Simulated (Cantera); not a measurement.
Input (Python, Cantera) and output of one run.

```python
import numpy as np
import cantera as ct

gas_names = """
    AL ALCL ALCL2 ALCL3 ALH AL2 AL2CL6 CL CL2 H HCL H2
""".split()
cond_names = """
    AL(cr) AL(L) ALCL3(s) ALCL3(L)
""".split()


def load(file, names, dense=False):
    # The tables refer to 1 bar. Condensed volumes are neglected.
    table = {s.name: s for s in ct.Species.list_from_file(file)}
    out = []
    for n in names:
        d = dict(table[n].input_data)
        d["thermo"] = dict(d["thermo"], **{"reference-pressure": 1e5})
        if dense:
            d["equation-of-state"] = {"model": "constant-volume", "density": "1e6 g/cm^3"}
        out.append(ct.Species.from_dict(d))
    return out


gas = ct.Solution(thermo="ideal-gas", species=load("nasa_gas.yaml", gas_names))
cond = {s.name: ct.Solution(thermo="fixed-stoichiometry", species=[s], name=s.name)
        for s in load("nasa_condensed.yaml", cond_names, dense=True)}
atoms = {
    'Al': {'AL': 1},
    'HCl': {'H': 1, 'CL': 1},
    'H2': {'H': 2},
}
top_T = {}  # K; cautious upper limits of use, not melting points


def equilibrate(T, P, feed):
    n = {}
    for name, mol in feed.items():
        for a, k in atoms[name].items():
            n[a] = n.get(a, 0.0) + k * mol
    gas.TPX = T, P, n
    mass = sum(n.values()) * gas.mean_molecular_weight
    gas.equilibrate("TP")
    valid = [c for c in cond.values() if c.min_temp <= T <= top_T.get(c.name, c.max_temp)]
    mix = ct.Mixture([(gas, mass / gas.mean_molecular_weight)] + [(c, 0.0) for c in valid])
    mix.T, mix.P = T, P
    mix.equilibrate("TP", solver="vcs", rtol=1e-11, max_steps=5000)
    return mix


results = []
feed = {'Al': 1, 'HCl': 4.9, 'H2': 30}  # mol
P = 100000  # Pa
for T in [1423, 1523, 1623, 1723, 1823, 1923, 2023]:
    mix = equilibrate(T, P, feed)
    results.append((T, P, feed, dict(zip(mix.species_names, mix.species_moles))))

top = {s: max(r[3][s] / sum(r[3][g] for g in gas_names) for r in results) for s in gas_names}
cols = sorted((s for s in top if top[s] > 1e-05), key=lambda s: -top[s])[:7]
seen = [c for c in cond_names if any(r[3].get(c, 0) > 1e-12 for r in results)]
print("log10 of partial pressures in bar; condensed amounts in mol")
print(f"{'T/K':>10s}" + "".join(f"{s[:9]:>10s}" for s in cols + seen))
for T, P, feed, n in results:
    ng = sum(n[g] for g in gas_names)
    print(f"{T:10.4g}" + "".join(f"{np.log10(max(n[s] / ng * P / 1e5, 1e-99)):10.3f}" for s in cols)
          + "".join(f"{n.get(c, 0):10.4g}" for c in seen))
```

It prints:

```
log10 of partial pressures in bar; condensed amounts in mol
       T/K        H2       HCL     ALCL3      ALCL     ALCL2         H        CL
      1423    -0.039    -1.253    -1.544    -4.151    -3.359    -5.197    -6.498
      1523    -0.039    -1.242    -1.563    -3.384    -2.900    -4.656    -5.954
      1623    -0.041    -1.214    -1.611    -2.784    -2.550    -4.181    -5.457
      1723    -0.045    -1.165    -1.706    -2.357    -2.320    -3.761    -4.993
      1823    -0.049    -1.109    -1.858    -2.072    -2.196    -3.388    -4.565
      1923    -0.054    -1.060    -2.065    -1.887    -2.156    -3.053    -4.182
      2023    -0.058    -1.024    -2.318    -1.770    -2.178    -2.750    -3.846
```

Cantera equilibrium calculation (NASA polynomials, part measured and part estimated; ideal gas, pure solids and liquids). The tables' values for AlCl2 are old estimates; treat these amounts as uncertain.
